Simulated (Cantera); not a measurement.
Cantera run:

```python
import numpy as np
import cantera as ct

gas_names = """
    CL CLF CLF3 CL2 F F2 H HCL HF H2 H2F2 H3F3 H4F4 H5F5 H6F6 H7F7 Li LiCL LiF LiH Li2 Li2CL2 Li2F2
    Li3CL3 Li3F3
""".split()
cond_names = """
    Li(cr) Li(L) LiCL(s) LiCL(L) LiF(s) LiF(L) LiH(s) LiH(L)
""".split()


# ... load() reads the species with a 1 bar reference pressure and builds the phases ...
atoms = {
    'LiCl': {'Li': 1, 'CL': 1},
    'HF': {'H': 1, 'F': 1},
    'H2': {'H': 2},
}
top_T = {}  # K; cautious upper limits of use, not melting points


# ... equilibrate(T, P, feed) seeds the gas with the atoms and calls Mixture.equilibrate('TP', solver="vcs", rtol=1e-11, max_steps=5000) ...
results = []
feed = {'LiCl': 1, 'HF': 3.4, 'H2': 26}  # mol
T = 1148  # K
P = 240  # Pa
mix = equilibrate(T, P, feed)
results.append((T, P, feed, dict(zip(mix.species_names, mix.species_moles))))
print(gas.report(threshold=0.0001))
for i in range(1, mix.n_phases):
    print(f"{mix.phase(i).name:16s} {mix.phase_moles(i):12.5e} mol")
```

Result:

```
       temperature   1148 K
          pressure   240 Pa
           density   0.00013511 kg/m^3
  mean mol. weight   5.3733 kg/kmol
   phase of matter   gas

                          1 kg             1 kmol
                     ---------------   ---------------
          enthalpy       -2.2328e+06       -1.1998e+07  J
   internal energy       -4.0092e+06       -2.1543e+07  J
           entropy             43371        2.3304e+05  J/K
    Gibbs function       -5.2022e+07       -2.7953e+08  J
 heat capacity c_p            5808.1             31209  J/K
 heat capacity c_v            4260.8             22895  J/K

                      mass frac. Y      mole frac. X     chem. pot. / RT
                     ---------------   ---------------   ---------------
               HCL          0.072177          0.010638           -44.886
                HF           0.37815           0.10156           -59.914
                H2           0.32191             0.858           -24.045
              LiCL           0.17094          0.021668           -58.565
               LiF          0.024352         0.0050448           -73.594
            Li2CL2         0.0054707        0.00034673           -117.13
             Li2F2          0.025163         0.0026064           -147.19
             Li3F3         0.0018349        0.00012671           -220.78
     [  +17 minor]        4.8365e-06        1.5717e-06

Li(L)             0.00000e+00 mol
LiCL(L)           0.00000e+00 mol
LiF(L)            0.00000e+00 mol
LiH(L)            0.00000e+00 mol
```

Cantera equilibrium calculation (NASA polynomials, part measured and part estimated; ideal gas, pure solids and liquids).
